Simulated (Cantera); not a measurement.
## Equilibrium for titanium nitride, carbide and oxide coatings: Ti(OiPr)4 + C3H8 + H2

Feed: 1 mol Ti(OiPr)4, 1 mol C3H8, 36 mol H2, equilibrated at 1102 °C.

Cantera equilibrium calculation (NASA polynomials, part measured and part estimated; ideal gas, pure solids and liquids). Candidate condensed phases: C, C6H6, C7H8, C8H18, H2O, Ti, TiC, TiO, TiO2, Ti2O3, Ti3O5, Ti4O7; 113 gas species. The feed counts by its element totals alone. TiC: taken at fixed stoichiometry. The numbers say what is thermodynamically allowed, not how fast it happens.

```tsv
P (Pa)	x H2	x CO	x CH4	x H	n C(graphite)	n TiC(s)	n Ti3O5(s)
10	0.931	0.0690	4.31e-7	0.000331	10.00	1.00	0
37	0.931	0.0690	1.60e-6	0.000172	10.00	1.00	0
140	0.931	0.0690	6.04e-6	8.84e-5	10.00	1.00	0
520	0.931	0.0690	2.24e-5	4.58e-5	10.00	1.00	0
1900	0.931	0.0690	8.20e-5	2.40e-5	10.00	1.00	0
7200	0.931	0.0690	0.000310	1.23e-5	9.98	1.00	0
27000	0.930	0.0690	0.00116	6.36e-6	9.94	1.00	0
100000	0.954	0.0414	0.00453	3.35e-6	12.4	0	0.333
```
x: gas mole fraction; n: condensed amount in mol.

From 10.0 Pa to 0.270 bar the condensed part is C(graphite) + TiC(s). At 1.00 bar the condensed part is C(graphite) + Ti3O5(s).
